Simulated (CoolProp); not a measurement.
1,2-dichloroethane along the isotherm 226.85 °C: Z from the reference equation and from simpler models built on Tc = 288.4 °C, pc = 5.226 MPa, ω = 0.269; each cubic takes its own stable root.

Model: reference Helmholtz-energy equation of state, Thol 2015, in CoolProp.

```json
[
 {"p (MPa)": "0.00826", "phase": "gas", "reference": "0.9992", "van der Waals": "0.9994", "Soave-Redlich-Kwong": "0.9992", "Peng-Robinson": "0.9991"},
 {"p (MPa)": "0.0125", "phase": "gas", "reference": "0.9988", "van der Waals": "0.9991", "Soave-Redlich-Kwong": "0.9988", "Peng-Robinson": "0.9987"},
 {"p (MPa)": "0.0188", "phase": "gas", "reference": "0.9982", "van der Waals": "0.9986", "Soave-Redlich-Kwong": "0.9982", "Peng-Robinson": "0.9981"},
 {"p (MPa)": "0.0284", "phase": "gas", "reference": "0.9972", "van der Waals": "0.9979", "Soave-Redlich-Kwong": "0.9973", "Peng-Robinson": "0.9971"},
 {"p (MPa)": "0.0428", "phase": "gas", "reference": "0.9958", "van der Waals": "0.9968", "Soave-Redlich-Kwong": "0.9959", "Peng-Robinson": "0.9956"},
 {"p (MPa)": "0.0646", "phase": "gas", "reference": "0.9937", "van der Waals": "0.9951", "Soave-Redlich-Kwong": "0.9938", "Peng-Robinson": "0.9933"},
 {"p (MPa)": "0.0974", "phase": "gas", "reference": "0.9905", "van der Waals": "0.9927", "Soave-Redlich-Kwong": "0.9907", "Peng-Robinson": "0.9899"},
 {"p (MPa)": "0.147", "phase": "gas", "reference": "0.9856", "van der Waals": "0.9889", "Soave-Redlich-Kwong": "0.9859", "Peng-Robinson": "0.9847"},
 {"p (MPa)": "0.222", "phase": "gas", "reference": "0.9781", "van der Waals": "0.9831", "Soave-Redlich-Kwong": "0.9785", "Peng-Robinson": "0.9767"},
 {"p (MPa)": "0.334", "phase": "gas", "reference": "0.9667", "van der Waals": "0.9744", "Soave-Redlich-Kwong": "0.9674", "Peng-Robinson": "?"},
 {"p (MPa)": "0.505", "phase": "gas", "reference": "0.9490", "van der Waals": "0.9608", "Soave-Redlich-Kwong": "0.9501", "Peng-Robinson": "?"},
 {"p (MPa)": "0.761", "phase": "gas", "reference": "?", "van der Waals": "0.9398", "Soave-Redlich-Kwong": "0.9232", "Peng-Robinson": "0.9170"},
 {"p (MPa)": "1.15", "phase": "gas", "reference": "0.8763", "van der Waals": "0.9060", "Soave-Redlich-Kwong": "0.8797", "Peng-Robinson": "0.8705"},
 {"p (MPa)": "1.73", "phase": "gas", "reference": "0.8000", "van der Waals": "0.8507", "Soave-Redlich-Kwong": "0.8070", "Peng-Robinson": "0.7933"},
 {"p (MPa)": "2.61", "phase": "liquid", "reference": "?", "van der Waals": "0.7482", "Soave-Redlich-Kwong": "0.08634", "Peng-Robinson": "0.07618"}
]
```

### Question
Fill in the missing entries.

### Answer

- 0.334, Peng-Robinson: 0.9647
- 0.505, Peng-Robinson: 0.9460
- 0.761, reference: 0.9213
- 2.61, reference: 0.07137

At some of these states van der Waals gives the other phase, because its saturation line lies elsewhere.
